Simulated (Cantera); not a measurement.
An isothermal, constant-pressure homogeneous reactor starts with 41.4 % NO, 58.6 % N2, at 1723 K and 1280 Torr.

Computed with Cantera and GRI-Mech 3.0 (53 species, 325 reactions).

Task: Predict: x(NO) at 10.0 s; x(O2) at 10.0 s; x(NO2) at 10.0 s; x(N2O) at 10.0 s; x(O) at 10.0 s.

Result: x(NO) at 10.0 s: 0.146 (gas-phase equilibrium 0.00315)
x(O2) at 10.0 s: 0.134 (gas-phase equilibrium 0.206)
x(NO2) at 10.0 s: 0.000452 (gas-phase equilibrium 1.20e-5)
x(N2O) at 10.0 s: 8.78e-6 (gas-phase equilibrium 2.39e-7)
x(O) at 10.0 s: 1.62e-5 (gas-phase equilibrium 1.99e-5)
